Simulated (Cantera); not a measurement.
Input (Python, Cantera) and output of one run.

```python
import numpy as np
import cantera as ct

gas_names = """
    CL CL2 H HCL H2 Na NaCL NaH Na2 Na2CL2
""".split()
cond_names = """
    Na(cr) Na(L) NaCL(s) NaCL(L)
""".split()


# ... load() reads the species with a 1 bar reference pressure and builds the phases ...
atoms = {
    'NaCl': {'Na': 1, 'CL': 1},
    'H2': {'H': 2},
}
top_T = {}  # K; cautious upper limits of use, not melting points


# ... equilibrate(T, P, feed) seeds the gas with the atoms and calls Mixture.equilibrate('TP', solver="vcs", rtol=1e-11, max_steps=5000) ...
results = []
feed = {'NaCl': 1, 'H2': 80}  # mol
P = 42  # Pa
for T in [600, 700, 800, 900, 1000, 1100, 1200, 1300, 1400, 1500, 1600, 1700, 1800, 1900]:
    mix = equilibrate(T, P, feed)
    results.append((T, P, feed, dict(zip(mix.species_names, mix.species_moles))))
    x = sorted(zip(gas.X, gas.species_names), reverse=True)
    print(f"T = {T:g} K  P = {P:g} Pa  gas = {mix.phase_moles(0):.4g} mol")
    print("   x: " + "  ".join(f"{s} {v:.3e}" for v, s in x if v > 1e-05))
    print("   condensed (mol): " + ("  ".join(f"{mix.phase(i).name} {mix.phase_moles(i):.4g}"
          for i in range(1, mix.n_phases) if mix.phase_moles(i) > 1e-12) or "none"))
```

Result:

```
T = 600 K  P = 42 Pa  gas = 80 mol
   x: H2 1.000e+00
   condensed (mol): NaCL(s) 1
T = 700 K  P = 42 Pa  gas = 80 mol
   x: H2 1.000e+00
   condensed (mol): NaCL(s) 0.9998
T = 800 K  P = 42 Pa  gas = 80.02 mol
   x: H2 9.998e-01  NaCL 2.035e-04  Na2CL2 4.396e-05
   condensed (mol): NaCL(s) 0.9766
T = 900 K  P = 42 Pa  gas = 80.82 mol
   x: H2 9.899e-01  NaCL 7.766e-03  Na2CL2 2.295e-03  HCL 1.832e-05  Na 1.832e-05
   condensed (mol): none
T = 1000 K  P = 42 Pa  gas = 80.97 mol
   x: H2 9.879e-01  NaCL 1.155e-02  Na2CL2 3.577e-04  HCL 8.250e-05  Na 8.249e-05
   condensed (mol): none
T = 1100 K  P = 42 Pa  gas = 81.01 mol
   x: H2 9.875e-01  NaCL 1.201e-02  HCL 2.449e-04  Na 2.449e-04  Na2CL2 4.447e-05
   condensed (mol): none
T = 1200 K  P = 42 Pa  gas = 81.02 mol
   x: H2 9.871e-01  NaCL 1.174e-02  HCL 5.899e-04  Na 5.899e-04
   condensed (mol): none
T = 1300 K  P = 42 Pa  gas = 81.05 mol
   x: H2 9.864e-01  NaCL 1.112e-02  HCL 1.219e-03  Na 1.219e-03  H 5.361e-05
   condensed (mol): none
T = 1400 K  P = 42 Pa  gas = 81.1 mol
   x: H2 9.852e-01  NaCL 1.011e-02  Na 2.218e-03  HCL 2.218e-03  H 2.356e-04
   condensed (mol): none
T = 1500 K  P = 42 Pa  gas = 81.18 mol
   x: H2 9.832e-01  NaCL 8.715e-03  Na 3.603e-03  HCL 3.601e-03  H 8.517e-04
   condensed (mol): none
T = 1600 K  P = 42 Pa  gas = 81.32 mol
   x: H2 9.798e-01  NaCL 7.020e-03  Na 5.277e-03  HCL 5.266e-03  H 2.626e-03  CL 1.116e-05
   condensed (mol): none
T = 1700 K  P = 42 Pa  gas = 81.58 mol
   x: H2 9.736e-01  H 7.094e-03  Na 7.022e-03  HCL 6.984e-03  NaCL 5.235e-03  CL 3.956e-05
   condensed (mol): none
T = 1800 K  P = 42 Pa  gas = 82.06 mol
   x: H2 9.621e-01  H 1.714e-02  Na 8.574e-03  HCL 8.460e-03  NaCL 3.611e-03  CL 1.153e-04
   condensed (mol): none
T = 1900 K  P = 42 Pa  gas = 82.97 mol
   x: H2 9.407e-01  H 3.756e-02  Na 9.727e-03  HCL 9.444e-03  NaCL 2.324e-03  CL 2.845e-04
   condensed (mol): none
```

Cantera equilibrium calculation (NASA polynomials, part measured and part estimated; ideal gas, pure solids and liquids).
